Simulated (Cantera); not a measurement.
An adiabatic, constant-volume homogeneous reactor starts with CO : H₂ : CH₄ : O₂ : N₂ = 1 : 0.15 : 0.22 : 2.03 : 18.1 (molar parts), equivalence ratio 0.50, at 1350 K and 1.50 bar. Integrator tolerance rtol = 1e-08.

Detailed kinetics in Cantera: GRI-Mech 3.0 (53 species, 325 reactions).

Task: What does this change do: N2 18.1 to 12 parts?

Result: 
```json
[
 {"quantity": "time of steepest temperature rise", "before": "0.279 ms", "after": "0.200 ms"},
 {"quantity": "temperature at 3.00 s", "before": "2126 K", "after": "2360 K"},
 {"quantity": "equilibrium temperature", "before": "2126 K", "after": "2360 K"},
 {"quantity": "x(CO) at 3.00 s", "before": "0.000636 (gas-phase equilibrium 0.000636)", "after": "0.00331 (gas-phase equilibrium 0.00331)"},
 {"quantity": "x(H₂) at 3.00 s", "before": "6.05e-5 (gas-phase equilibrium 6.05e-5)", "after": "0.000274 (gas-phase equilibrium 0.000274)"},
 {"quantity": "x(CH₄) at 3.00 s", "before": "<1e-12 (gas-phase equilibrium <1e-12)", "after": "<1e-12 (gas-phase equilibrium <1e-12)"},
 {"quantity": "x(HCN) at 3.00 s", "before": "<1e-12 (gas-phase equilibrium <1e-12)", "after": "1.90e-12 (gas-phase equilibrium 1.90e-12)"},
 {"quantity": "x(H₂O) at 3.00 s", "before": "0.0276 (gas-phase equilibrium 0.0276)", "after": "0.0377 (gas-phase equilibrium 0.0377)"},
 {"quantity": "x(H₂O₂) at 3.00 s", "before": "2.47e-8 (gas-phase equilibrium 2.47e-8)", "after": "7.76e-8 (gas-phase equilibrium 7.76e-8)"},
 {"quantity": "x(N₂O) at 3.00 s", "before": "4.61e-7 (gas-phase equilibrium 4.61e-7)", "after": "8.80e-7 (gas-phase equilibrium 8.80e-7)"}
]
```

Task: What does this change do: 1.1 parts H2O added?

Result: 
```csv
quantity,before,after
time of steepest temperature rise,0.279 ms,0.320 ms
temperature at 3.00 s,2126 K,2075 K
equilibrium temperature,2126 K,2075 K
x(CO) at 3.00 s,0.000636 (gas-phase equilibrium 0.000636),0.000427 (gas-phase equilibrium 0.000427)
x(H₂) at 3.00 s,6.05e-5 (gas-phase equilibrium 6.05e-5),0.000122 (gas-phase equilibrium 0.000122)
x(CH₄) at 3.00 s,<1e-12 (gas-phase equilibrium <1e-12),<1e-12 (gas-phase equilibrium <1e-12)
x(HCN) at 3.00 s,<1e-12 (gas-phase equilibrium <1e-12),<1e-12 (gas-phase equilibrium <1e-12)
x(H₂O) at 3.00 s,0.0276 (gas-phase equilibrium 0.0276),0.0758 (gas-phase equilibrium 0.0758)
x(H₂O₂) at 3.00 s,2.47e-8 (gas-phase equilibrium 2.47e-8),5.62e-8 (gas-phase equilibrium 5.62e-8)
x(N₂O) at 3.00 s,4.61e-7 (gas-phase equilibrium 4.61e-7),3.73e-7 (gas-phase equilibrium 3.73e-7)
```
